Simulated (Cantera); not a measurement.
Charge: 1 mol Si, 4.3 mol H2, at 952 °C and 1 atm.

These are equilibrium values from Cantera (NASA tables, ideal gas, pure condensed phases), not measurements of a reactor. Candidate condensed phases: Si; 9 gas species. Rates play no part.

Base state: H2 1.000 (mole fractions); condensed: Si(s).

Task: What changes in the equilibrium state with this change: Si replaced by SiCl4?

Result: 
```csv
species,before,after
H2,1.000,0.746
SiCl4,0,0.127
HCl,0,0.0675
SiHCl3,0,0.0437
SiCl3,0,0.00919
SiCl2,0,0.00527
"Si(s), mol",1.000,0
```
The tables' values for SiCl3 are old estimates; treat these amounts as uncertain.
